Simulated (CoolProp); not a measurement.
n-heptane along the isobar 0.254 MPa: density (kg/m³) from the reference equation and from simpler models built on Tc = 541.2 K, pc = 2.774 MPa, ω = 0.349; each cubic takes its own stable root.

Values from CoolProp's reference Helmholtz-energy equation of state, Span 2003. It is a short technical equation, of lower accuracy than the large ones.

```tsv
T (K)	phase	reference
492	gas	6.529
507.5	gas	6.295
522.9	gas	6.082
538.3	gas	5.884
553.7	gas	5.700
569.2	gas	5.528
584.6	gas	5.368
600	gas	5.218
```

Question: How far does each simpler model (ideal gas, van der Waals, Redlich-Kwong, Peng-Robinson) lie from the reference over these 8 states: mean and median of the absolute difference, and the worst?

Answer: 
- ideal gas: mean 3.3 %, median 3.2 %, worst -4.7 % at 492 K and 0.254 MPa
- van der Waals: mean 0.5 %, median 0.5 %, worst -1.2 % at 492 K and 0.254 MPa
- Redlich-Kwong: mean 0.2 %, median 0.1 %, worst -0.5 % at 492 K and 0.254 MPa
- Peng-Robinson: mean 0.2 %, median 0.3 %, worst +0.3 % at 569.2 K and 0.254 MPa
